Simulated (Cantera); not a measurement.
Cantera run:

```python
import numpy as np
import cantera as ct

gas_names = """
    Br Br2 Si SiBr SiBr2 SiBr3 SiBr4 Si2 Si3
""".split()
cond_names = """
    Br2(cr) Br2(L) Si(cr) Si(L)
""".split()


# ... load() reads the species with a 1 bar reference pressure and builds the phases ...
atoms = {
    'Si': {'Si': 1},
    'Br2': {'Br': 2},
}
top_T = {}  # K; cautious upper limits of use, not melting points


# ... equilibrate(T, P, feed) seeds the gas with the atoms and calls Mixture.equilibrate('TP', solver="vcs", rtol=1e-11, max_steps=5000) ...
results = []
feed = {'Si': 1, 'Br2': 2.7}  # mol
T = 1448  # K
P = 38000  # Pa
mix = equilibrate(T, P, feed)
results.append((T, P, feed, dict(zip(mix.species_names, mix.species_moles))))
print(gas.report(threshold=1e-06))
for i in range(1, mix.n_phases):
    print(f"{mix.phase(i).name:16s} {mix.phase_moles(i):12.5e} mol")
```

Output:

```
       temperature   1448 K
          pressure   38000 Pa
           density   0.77128 kg/m^3
  mean mol. weight   244.36 kg/kmol
   phase of matter   gas

                          1 kg             1 kmol
                     ---------------   ---------------
          enthalpy       -4.4908e+05       -1.0974e+08  J
   internal energy       -4.9834e+05       -1.2178e+08  J
           entropy            1759.5        4.2996e+05  J/K
    Gibbs function       -2.9969e+06       -7.3232e+08  J
 heat capacity c_p            294.28             71910  J/K
 heat capacity c_v            260.25             63595  J/K

                      mass frac. Y      mole frac. X     chem. pot. / RT
                     ---------------   ---------------   ---------------
                Br          0.062659           0.19162           -16.357
               Br2           0.18093           0.27665           -32.714
             SiBr2        8.2446e-06        1.0722e-05           -58.783
             SiBr3         0.0005487        0.00050069            -75.14
             SiBr4           0.75586           0.53121           -91.497
     [   +4 minor]        4.6513e-13        1.0525e-12

Br2(L)            0.00000e+00 mol
Si(cr)            0.00000e+00 mol
```

Cantera equilibrium calculation (NASA polynomials, part measured and part estimated; ideal gas, pure solids and liquids). The tables' values for SiBr3 are old estimates; treat these amounts as uncertain.
